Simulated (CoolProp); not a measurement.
Sulfur dioxide along the isotherm 239.4 K: density (kg/m³) from the reference equation and from simpler models built on Tc = 430.6 K, pc = 78.87 bar, ω = 0.256; each cubic takes its own stable root.

The numbers come from the reference Helmholtz-energy equation of state, Gao 2016 in CoolProp.

| p (bar) | phase | reference |
|---|---|---|
| 1.11 | liquid | 1523 |
| 2.52 | liquid | 1523 |
| 5.73 | liquid | 1523 |
| 13 | liquid | 1524 |
| 29.7 | liquid | 1526 |
| 67.6 | liquid | 1531 |
| 154 | liquid | 1541 |
| 350 | liquid | 1563 |

Problem. How far does each simpler model (van der Waals, Redlich-Kwong, Soave-Redlich-Kwong, Peng-Robinson) lie from the reference over these 8 states: mean and median of the absolute difference, and the worst?

Solution. 
- van der Waals: mean 55.3 %, median 41.0 %, worst -99.8 % at 239.4 K and 1.11 bar
- Redlich-Kwong: mean 12.9 %, median 13.0 %, worst -13.1 % at 239.4 K and 1.11 bar
- Soave-Redlich-Kwong: mean 10.8 %, median 10.8 %, worst -10.9 % at 239.4 K and 350 bar
- Peng-Robinson: mean 0.4 %, median 0.5 %, worst +0.5 % at 239.4 K and 1.11 bar

At some of these states van der Waals gives the other phase, because its saturation line lies elsewhere.
